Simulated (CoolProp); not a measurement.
Properties of oxygen along the isobar 6150 kPa.

Model: reference Helmholtz-energy equation of state, Schmidt 1985, in CoolProp. Above 300 K oxygen's equation is extrapolated.

| T (K) | phase | density (kg/m³) | speed of sound (m/s) | conductivity (mW/(m K)) | Prandtl number |
|---|---|---|---|---|---|
| 143.9 | liquid | 822.3 | 459.2 | 79.7 | 1.84 |
| 164.4 | supercritical | 287.5 | 198.4 | 33.4 | 2.50 |
| 185 | supercritical | 174.6 | 235.3 | 24.6 | 1.10 |
| 205.5 | supercritical | 139.4 | 259.6 | 24.3 | 0.922 |
| 226.1 | supercritical | 118.8 | 279.4 | 25.0 | 0.851 |
| 246.7 | supercritical | 104.7 | 296.5 | 26.0 | 0.813 |
| 267.2 | supercritical | 94.12 | 311.7 | 27.3 | 0.789 |
| 287.8 | supercritical | 85.77 | 325.7 | 28.6 | 0.773 |
| 308.3 | supercritical | 78.99 | 338.5 | 29.9 | 0.762 |
| 328.9 | supercritical | 73.30 | 350.6 | 31.3 | 0.753 |
| 349.4 | supercritical | 68.47 | 361.9 | 32.7 | 0.747 |

Viscosity comes from a separate model (Lemmon 2004). Thermal conductivity comes from a separate model (Lemmon 2004).
